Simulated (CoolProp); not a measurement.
Cyclopentane along the isobar 6.82 MPa: Z from the reference equation and from simpler models built on Tc = 511.7 K, pc = 4.583 MPa, ω = 0.202; each cubic takes its own stable root.

Computed with CoolProp (reference Helmholtz-energy equation of state, Gedanitz 2015).

```tsv
T (K)	phase	reference	Redlich-Kwong	Peng-Robinson
427.1	liquid	0.2218	0.2421	0.2085
438	liquid	0.2216	0.2433	0.2097
449	liquid	0.2219	0.2453	0.2117
459.9	liquid	0.2229	0.2482	0.2148
470.9	liquid	0.2248	0.2524	0.2192
481.8	liquid	0.2277	0.2581	0.2253
492.8	liquid	0.2321	0.2659	0.2339
503.7	liquid	0.2388	0.2764	0.2461
514.7	supercritical	0.2497	0.2913	0.2641
525.6	supercritical	0.2694	0.3129	0.2924
536.6	supercritical	0.3137	0.3466	0.3401
```
